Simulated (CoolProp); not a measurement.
Properties of R21 along the isotherm 199.85 °C (Tc = 179.6 °C, pc = 5.289 MPa, ω = 0.206).

Values from CoolProp's reference Helmholtz-energy equation of state, Platzer 1990. This equation is an older, rougher fit.

```json
[
 {"p (MPa)": "0.176", "phase": "gas", "density (kg/m³)": "4.651", "cv (kJ/(kg K))": "0.6555", "speed of sound (m/s)": "205.7", "Joule-Thomson coefficient (K/MPa)": "10.24", "fugacity coefficient": "0.9905"},
 {"p (MPa)": "0.353", "phase": "gas", "density (kg/m³)": "9.422", "cv (kJ/(kg K))": "0.6581", "speed of sound (m/s)": "204.2", "Joule-Thomson coefficient (K/MPa)": "10.32", "fugacity coefficient": "0.9809"},
 {"p (MPa)": "0.529", "phase": "gas", "density (kg/m³)": "14.26", "cv (kJ/(kg K))": "0.6608", "speed of sound (m/s)": "202.7", "Joule-Thomson coefficient (K/MPa)": "10.40", "fugacity coefficient": "0.9713"},
 {"p (MPa)": "0.705", "phase": "gas", "density (kg/m³)": "19.21", "cv (kJ/(kg K))": "0.6634", "speed of sound (m/s)": "201.1", "Joule-Thomson coefficient (K/MPa)": "10.48", "fugacity coefficient": "0.9618"},
 {"p (MPa)": "0.881", "phase": "gas", "density (kg/m³)": "24.27", "cv (kJ/(kg K))": "0.6661", "speed of sound (m/s)": "199.5", "Joule-Thomson coefficient (K/MPa)": "10.57", "fugacity coefficient": "0.9523"},
 {"p (MPa)": "1.06", "phase": "gas", "density (kg/m³)": "29.53", "cv (kJ/(kg K))": "0.6688", "speed of sound (m/s)": "197.9", "Joule-Thomson coefficient (K/MPa)": "10.66", "fugacity coefficient": "0.9427"},
 {"p (MPa)": "1.23", "phase": "gas", "density (kg/m³)": "34.64", "cv (kJ/(kg K))": "0.6715", "speed of sound (m/s)": "196.3", "Joule-Thomson coefficient (K/MPa)": "10.74", "fugacity coefficient": "0.9336"},
 {"p (MPa)": "1.41", "phase": "gas", "density (kg/m³)": "40.19", "cv (kJ/(kg K))": "0.6743", "speed of sound (m/s)": "194.5", "Joule-Thomson coefficient (K/MPa)": "10.84", "fugacity coefficient": "0.9239"},
 {"p (MPa)": "1.59", "phase": "gas", "density (kg/m³)": "45.89", "cv (kJ/(kg K))": "0.6771", "speed of sound (m/s)": "192.8", "Joule-Thomson coefficient (K/MPa)": "10.94", "fugacity coefficient": "0.9142"},
 {"p (MPa)": "1.76", "phase": "gas", "density (kg/m³)": "51.42", "cv (kJ/(kg K))": "0.6799", "speed of sound (m/s)": "191.1", "Joule-Thomson coefficient (K/MPa)": "11.03", "fugacity coefficient": "0.9051"},
 {"p (MPa)": "1.94", "phase": "gas", "density (kg/m³)": "57.43", "cv (kJ/(kg K))": "0.6828", "speed of sound (m/s)": "189.2", "Joule-Thomson coefficient (K/MPa)": "11.14", "fugacity coefficient": "0.8955"},
 {"p (MPa)": "2.12", "phase": "gas", "density (kg/m³)": "63.63", "cv (kJ/(kg K))": "0.6858", "speed of sound (m/s)": "187.3", "Joule-Thomson coefficient (K/MPa)": "11.25", "fugacity coefficient": "0.8859"},
 {"p (MPa)": "2.29", "phase": "gas", "density (kg/m³)": "69.65", "cv (kJ/(kg K))": "0.6886", "speed of sound (m/s)": "185.5", "Joule-Thomson coefficient (K/MPa)": "11.35", "fugacity coefficient": "0.8768"},
 {"p (MPa)": "2.47", "phase": "gas", "density (kg/m³)": "76.24", "cv (kJ/(kg K))": "0.6917", "speed of sound (m/s)": "183.6", "Joule-Thomson coefficient (K/MPa)": "11.47", "fugacity coefficient": "0.8672"},
 {"p (MPa)": "2.64", "phase": "gas", "density (kg/m³)": "82.67", "cv (kJ/(kg K))": "0.6946", "speed of sound (m/s)": "181.7", "Joule-Thomson coefficient (K/MPa)": "11.58", "fugacity coefficient": "0.8581"}
]
```
